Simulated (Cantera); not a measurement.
A freely propagating, adiabatic, planar premixed flame of 40.3 % H2, 12.6 % O2, 47.1 % N2, unburnt at 525 K and 9.20 bar; multicomponent+Soret transport, grid criteria slope 0.08 and curve 0.16, no radiation.

Detailed kinetics in Cantera: the H2/O2 subset of GRI-Mech 3.0, which has no nitrogen chemistry. The hydrogen kinetics of GRI-Mech 3.0 are dated; newer H2 mechanisms differ, most at raised pressure. Burning velocities carry a grid error of a few per cent, more on coarse grids.

Q: Predict: laminar burning velocity; thermal thickness; peak x(H2O2); peak x(O); peak x(OH).

A: 
```json
{
  "laminar_burning_velocity": "641 cm/s",
  "thermal_thickness": "0.0241 mm",
  "peak x(H2O2)": "0.000122",
  "peak x(O)": "0.00292",
  "peak x(OH)": "0.00781"
}
```
